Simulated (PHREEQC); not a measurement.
Dissolve 0.00067 mol Cu(BF4)2 and 2.4e-05 mol KCl per kg of water at 25 °C. Closed to the air; pH follows from the charge balance.

Model: ion-association model, wateq4f.dat, run in PHREEQC.

```yaml
pH: 3.11
ionic_strength: 0.00283 mol/kgw
total_alkalinity: -4.02 meq/kg
```

| species | molality | activity | log γ |
|---|---|---|---|
| HF | 0.00176 | 0.00176 | 0.000 |
| F- | 0.00160 | 0.00151 | -0.026 |
| H+ | 0.000823 | 0.000780 | -0.023 |
| H3BO3 | 0.000799 | 0.000800 | 0.000 |
| Cu+2 | 0.000655 | 0.000522 | -0.098 |
| BF4- | 0.000394 | 0.000371 | -0.026 |
| BF3OH- | 8.24e-5 | 7.76e-5 | -0.026 |
| BF2(OH)2- | 6.40e-5 | 6.03e-5 | -0.026 |
| K+ | 2.40e-5 | 2.26e-5 | -0.026 |
| Cl- | 2.40e-5 | 2.26e-5 | -0.026 |

This is a speciation only: nothing precipitates in the calculation. Complexes and solids missing from the database can't appear. Real BF4- forms and hydrolyses slowly; the run takes it at equilibrium.
